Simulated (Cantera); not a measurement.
An isothermal, constant-pressure homogeneous reactor starts with N₂O : N₂ = 1 : 1 (molar parts), at 1300 K and 0.00820 bar. Integrator tolerance rtol = 1e-08.

Detailed kinetics in Cantera: GRI-Mech 3.0 (53 species, 325 reactions). GRI-Mech 3.0 was tuned for natural gas; its chemistry of N2O as a main component is partial and can be far from experiment. Radical loss at walls, strong at low pressure, is not modelled. The mechanism lacks the step 2 NO + O2 → 2 NO2, which can matter for NO2 below about 1400 K. The temperature is held fixed by assumption; the heat of reaction is taken as removed at once.

What does this change do: temperature 1300 to 1198 K?


```
quantity                                          before                                    after
---------------  ---------------------------------------  ---------------------------------------
x(N₂O) at 200 s  0.00170 (gas-phase equilibrium 2.37e-9)    0.164 (gas-phase equilibrium 1.22e-9)
x(N₂) at 200 s       0.770 (gas-phase equilibrium 0.800)      0.688 (gas-phase equilibrium 0.800)
x(NO₂) at 200 s  1.43e-5 (gas-phase equilibrium 3.73e-7)  4.26e-6 (gas-phase equilibrium 2.86e-7)
x(NO) at 200 s   0.0587 (gas-phase equilibrium 0.000391)  0.0280 (gas-phase equilibrium 0.000190)
x(O₂) at 200 s       0.170 (gas-phase equilibrium 0.200)      0.121 (gas-phase equilibrium 0.200)
x(O) at 200 s    4.15e-6 (gas-phase equilibrium 8.79e-7)  1.76e-6 (gas-phase equilibrium 1.19e-7)
```

What does this change do: pressure from 0.00820 bar to 1.01 bar?


| quantity | before | after |
|---|---|---|
| x(N₂O) at 200 s | 0.00170 (gas-phase equilibrium 2.37e-9) | 5.49e-7 (gas-phase equilibrium 2.63e-8) |
| x(N₂) at 200 s | 0.770 (gas-phase equilibrium 0.800) | 0.778 (gas-phase equilibrium 0.800) |
| x(NO₂) at 200 s | 1.43e-5 (gas-phase equilibrium 3.73e-7) | 0.000436 (gas-phase equilibrium 4.15e-6) |
| x(NO) at 200 s | 0.0587 (gas-phase equilibrium 0.000391) | 0.0435 (gas-phase equilibrium 0.000391) |
| x(O₂) at 200 s | 0.170 (gas-phase equilibrium 0.200) | 0.178 (gas-phase equilibrium 0.200) |
| x(O) at 200 s | 4.15e-6 (gas-phase equilibrium 8.79e-7) | 7.46e-8 (gas-phase equilibrium 7.91e-8) |
